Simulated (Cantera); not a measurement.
Input (Python, Cantera) and output of one run.

```python
import numpy as np
import cantera as ct

gas_names = """
    AL ALCL ALCL2 ALCL3 ALH ALN AL2 AL2CL6 CL CL2 H HCL H2 N NH NH2 NH3 N2 N2H2 N2H4
""".split()
cond_names = """
    AL(cr) AL(L) ALCL3(s) ALCL3(L) ALN(s) NH4CL(a) NH4CL(b)
""".split()


# ... load() reads the species with a 1 bar reference pressure and builds the phases ...
atoms = {
    'AlN': {'AL': 1, 'N': 1},
    'HCl': {'H': 1, 'CL': 1},
    'N2': {'N': 2},
}
top_T = {'ALN(s)': 2750}  # K; cautious upper limits of use, not melting points


# ... equilibrate(T, P, feed) seeds the gas with the atoms and calls Mixture.equilibrate('TP', solver="vcs", rtol=1e-11, max_steps=5000) ...
results = []
feed = {'AlN': 1, 'HCl': 37, 'N2': 1}  # mol
T = 1473  # K
for P in [1, 10, 100, 1000, 10000, 100000]:
    mix = equilibrate(T, P, feed)
    results.append((T, P, feed, dict(zip(mix.species_names, mix.species_moles))))

top = {s: max(r[3][s] / sum(r[3][g] for g in gas_names) for r in results) for s in gas_names}
cols = sorted((s for s in top if top[s] > 1e-05), key=lambda s: -top[s])[:7]
seen = [c for c in cond_names if any(r[3].get(c, 0) > 1e-12 for r in results)]
print("log10 of partial pressures in bar; condensed amounts in mol")
print(f"{'P/Pa':>10s}" + "".join(f"{s[:9]:>10s}" for s in cols + seen))
for T, P, feed, n in results:
    ng = sum(n[g] for g in gas_names)
    print(f"{P:10.4g}" + "".join(f"{np.log10(max(n[s] / ng * P / 1e5, 1e-99)):10.3f}" for s in cols)
          + "".join(f"{n.get(c, 0):10.4g}" for c in seen))
```

Output:

```
log10 of partial pressures in bar; condensed amounts in mol
      P/Pa       HCL        H2        N2     ALCL3        CL      ALCL     ALCL2
         1    -5.056    -6.378    -6.409    -6.677    -6.856    -7.599    -7.606
        10    -4.051    -5.390    -5.405    -5.601    -6.345    -7.546    -7.041
       100    -3.049    -4.399    -4.404    -4.586    -5.839    -7.542    -6.532
      1000    -2.049    -3.402    -3.404    -3.582    -5.337    -7.543    -6.030
     1e+04    -1.048    -2.403    -2.404    -2.580    -4.836    -7.543    -5.530
     1e+05    -0.048    -1.404    -1.404    -1.580    -4.336    -7.543    -5.030
```

Cantera equilibrium calculation (NASA polynomials, part measured and part estimated; ideal gas, pure solids and liquids). The tables' values for AlCl2 are old estimates; treat these amounts as uncertain.
